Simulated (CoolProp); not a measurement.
Vapour-liquid equilibrium of R114 (1) + n-hexane (2) at 309.8 K; x and y are mole fractions of (1).

Computed with CoolProp (multi-fluid Helmholtz-energy mixture model, Platzer 1990 and Thol 2019; pair parameters Bell 2016). This equation is an older, rougher fit; its heat capacities, sound speeds and derivatives of the liquid may be far off and weren't checked against measurements.

```tsv
x	bubble pressure, mixture model (MPa)	bubble pressure, Raoult's law (MPa)	y, mixture model	y, Raoult's law
0.05	0.05557	0.04640	?	0.331
0.15	0.09569	0.07382	?	0.624
0.25	0.1294	0.1012	?	0.758
0.35	0.1580	0.1287	0.846	0.835
0.45	0.1830	0.1561	?	0.885
0.55	?	0.1835	0.906	0.920
0.65	0.2270	0.2109	0.928	0.946
0.75	0.2483	0.2384	0.948	0.966
0.85	0.2704	0.2658	?	0.982
0.95	0.2941	0.2932	0.989	0.994
```

### Question
Fill in the missing entries.

### Answer

- 0.05, y, mixture model: 0.433
- 0.15, y, mixture model: 0.696
- 0.25, y, mixture model: 0.793
- 0.45, y, mixture model: 0.880
- 0.55, bubble pressure, mixture model (MPa): 0.2056
- 0.85, y, mixture model: 0.968

The largest gap from Raoult's law is +29.6 % in bubble pressure, at x = 0.15. No azeotrope shows between x = 0.05 and 0.95.

The pair parameters rest on a limited set of measurements; away from them the model extrapolates.
